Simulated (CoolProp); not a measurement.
Vapour-liquid equilibrium of R114 (1) + n-hexane (2) at 139 kPa; x and y are mole fractions of (1).

Computed with CoolProp (multi-fluid Helmholtz-energy mixture model, Platzer 1990 and Thol 2019; pair parameters Bell 2016). This equation is an older, rougher fit; its heat capacities, sound speeds and derivatives of the liquid may be far off and weren't checked against measurements.

Q: Give the bubble temperature and the first vapour's composition at x = 0.15, 0.45, 0.75. Is there an azeotrope?

A: x = 0.15: 322.7 K, y = 0.657; x = 0.45: 300.7 K, y = 0.892; x = 0.75: 291.4 K, y = 0.958. No azeotrope shows between x = 0.05 and 0.95.

Pair parameters are fitted to limited data, so mixtures are less certain than the pure fluids.
